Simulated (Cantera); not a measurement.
SiHCl₃ + Cl₂ + N₂ (silicon epitaxy and polysilicon growth)

Feed: 1 mol SiHCl₃, 0.3 mol Cl₂, a varied amount of N₂, held at 1523 K and 0.00310 bar.

These are equilibrium values from Cantera (NASA tables, ideal gas, pure condensed phases), not measurements of a reactor. Candidate condensed phases: NH₄Cl, Si, Si₃N₄; 28 gas species. The tables' values for SiCl₃ are old estimates; treat these amounts as uncertain. The numbers say what is thermodynamically allowed, not how fast it happens.

From 13 mol N₂ to 110 mol N₂ nothing is condensed. The main Si-bearing gas is SiCl₂ throughout.

```csv
n(N₂) (mol),x N₂,x HCl,x SiCl₂,x SiCl₄,x SiCl₃,x Cl
13,0.866,0.0655,0.0399,0.0134,0.0134,0.000932
16,0.888,0.0547,0.0334,0.0110,0.0111,0.000924
20,0.909,0.0449,0.0275,0.00891,0.00905,0.000916
24,0.922,0.0380,0.0233,0.00746,0.00763,0.000909
30,0.937,0.0310,0.0191,0.00597,0.00617,0.000899
37,0.948,0.0254,0.0158,0.00481,0.00504,0.000888
46,0.958,0.0207,0.0129,0.00383,0.00407,0.000876
56,0.965,0.0171,0.0108,0.00311,0.00335,0.000864
70,0.971,0.0138,0.00877,0.00243,0.00267,0.000847
86,0.976,0.0113,0.00726,0.00193,0.00217,0.000829
110,0.981,0.00889,0.00579,0.00145,0.00168,0.000804
```
x: gas mole fraction; nothing condenses.
